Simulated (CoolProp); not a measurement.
Vapour-liquid equilibrium of propylene (1) + R152A (2) at 338.5 K; x and y are mole fractions of (1).

The numbers come from the multi-fluid Helmholtz-energy mixture model, Lemmon 2013 and Outcalt 1996; pair parameters Bell 2016 in CoolProp.

| x | bubble pressure (kPa) | y at the bubble point | dew pressure at overall composition x (kPa) | liquid density (mol/L) |
|---|---|---|---|---|
| 0.05 | 1832 | 0.096 | 1767 | 11.67 |
| 0.2 | 2182 | 0.308 | 1995 | 11.19 |
| 0.35 | 2455 | 0.458 | 2257 | 10.73 |
| 0.5 | 2660 | 0.578 | 2531 | 10.34 |
| 0.65 | 2801 | 0.689 | 2758 | 10.04 |
| 0.8 | 2871 | 0.807 | 2869 | 9.887 |
| 0.95 | 2848 | 0.945 | 2846 | 9.914 |

y crosses x between x = 0.8 and 0.95: the model has an azeotrope there.

Pair parameters are fitted to limited data, so mixtures are less certain than the pure fluids.
